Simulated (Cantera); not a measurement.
A freely propagating, adiabatic, planar premixed flame of CO : H₂ : O₂ : N₂ = 1 : 0.19 : 0.804 : 3.02 (molar parts), equivalence ratio 0.74, unburnt at 600 K and 97.5 Torr; multicomponent+Soret transport, grid criteria slope 0.08 and curve 0.16, no radiation.

Detailed kinetics in Cantera: GRI-Mech 3.0 (53 species, 325 reactions). Burning velocities carry a grid error of a few per cent, more on coarse grids.

x: mole fraction of selected species; z is measured from the peak of heat release.

| z (mm) | T (K) | u (m/s) | x CO | x H₂ | x O₂ | x H₂O | x O | x NO |
|---|---|---|---|---|---|---|---|---|
| -33.8 | 600 | 1.82 | 0.199 | 0.0379 | 0.160 | <1e-8 | <1e-8 | <1e-8 |
| -22.5 | 600 | 1.82 | 0.199 | 0.0379 | 0.160 | <1e-8 | <1e-8 | <1e-8 |
| -16.9 | 600 | 1.82 | 0.199 | 0.0379 | 0.160 | <1e-8 | <1e-8 | <1e-8 |
| -11.3 | 600 | 1.82 | 0.199 | 0.0379 | 0.160 | <1e-8 | <1e-8 | <1e-8 |
| -5.63 | 602 | 1.83 | 0.200 | 0.0370 | 0.160 | 3.52e-5 | 1.19e-6 | <1e-8 |
| -2.82 | ? | 2.07 | 0.196 | 0.0310 | 0.158 | 0.00247 | 0.000118 | <1e-8 |
| 0 | ? | 3.13 | 0.161 | 0.0103 | 0.129 | 0.0199 | 0.00746 | 6.26e-7 |
| 2.82 | ? | 3.92 | 0.102 | 0.00293 | 0.0891 | 0.0242 | 0.0231 | 5.46e-6 |
| 5.63 | ? | 4.28 | 0.0742 | 0.00332 | 0.0756 | 0.0215 | 0.0255 | 1.27e-5 |
| 11.3 | 1627 | 4.64 | 0.0659 | 0.00347 | 0.0717 | 0.0242 | 0.0224 | 2.41e-5 |
| 22.5 | 1764 | 4.98 | 0.0622 | 0.00314 | 0.0703 | 0.0284 | 0.0174 | 3.82e-5 |
| 45.1 | 1897 | 5.30 | 0.0555 | 0.00259 | 0.0681 | 0.0318 | 0.0127 | 5.99e-5 |
| 90.1 | 2019 | 5.59 | 0.0466 | 0.00199 | 0.0649 | 0.0344 | 0.00873 | 0.000115 |

Q: Complete the blanks.

A: 
- -2.82, T (K): 685
- 0, T (K): 1052
- 2.82, T (K): 1342
- 5.63, T (K): 1487
